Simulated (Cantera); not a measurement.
A perfectly stirred reactor is fed with H₂ : O₂ = 0.21 : 1 (molar parts), equivalence ratio 0.10, at 0.00580 bar; it is held at 1125 K, and followed from long to short residence time.

Model: GRI-Mech 3.0 (53 species, 325 reactions), integrated in Cantera. Radical loss at walls, strong at low pressure, is not modelled. The temperature is held fixed by assumption; the heat of reaction is taken as removed at once.

x: mole fraction; the columns are a selection and need not sum to one.

```tsv
τ (s)	x H₂	x O₂	x HO₂	x OH	x H₂O	x H₂O₂
20	0.000193	0.809	1.53e-6	0.000942	0.189	…
6.2	0.000408	0.807	2.29e-6	0.00139	0.188	…
1.9	0.000859	0.805	3.13e-6	0.00206	0.187	1.61e-7
0.61	0.00172	0.799	3.86e-6	0.00298	0.183	1.71e-7
0.19	0.00341	0.788	4.37e-6	0.00425	0.176	1.67e-7
0.061	0.00620	0.770	4.50e-6	0.00567	0.162	1.52e-7
0.019	0.0108	0.752	4.33e-6	0.00704	0.142	1.43e-7
0.0061	0.0197	0.745	4.10e-6	0.00837	0.124	…
0.0019	0.0421	0.755	3.76e-6	0.00953	0.0995	1.99e-7
0.00061	0.0934	0.783	3.00e-6	0.00819	0.0583	1.85e-7
```

**Question.** Fill in the missing entries.

**Answer.** 
- 20, x H₂O₂: 1.10e-7
- 6.2, x H₂O₂: 1.38e-7
- 0.0061, x H₂O₂: 1.59e-7
